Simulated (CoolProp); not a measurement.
Saturation properties of ethanol.

Values from CoolProp's reference Helmholtz-energy equation of state, Schroeder 2014.

```csv
T (K),p (bar),liquid density (kg/m³),vapour density (kg/m³),surface tension (mN/m),liquid conductivity (mW/(m K))
301,0.09279,782.6,0.1719,21.6,163
308.6,0.1408,776.0,0.2550,20.9,161
316.3,0.2100,769.2,0.3719,20.1,160
324,0.3063,762.3,0.5315,19.4,159
331.6,0.4359,755.4,0.7420,18.6,158
339.3,0.6117,748.2,1.023,17.9,156
346.9,0.8403,741.0,1.382,17.1,155
354.6,1.141,733.4,1.847,16.4,154
362.2,1.519,725.7,2.427,15.6,153
369.9,2.003,717.5,3.161,14.9,151
377.5,2.597,709.2,4.056,14.1,150
385.2,3.338,700.4,5.167,13.4,149
```

It boils at 351.6 K under 1 atm.

Thermal conductivity comes from a separate model (Assael 2013). Surface tension comes from a separate correlation (Mulero 2012).
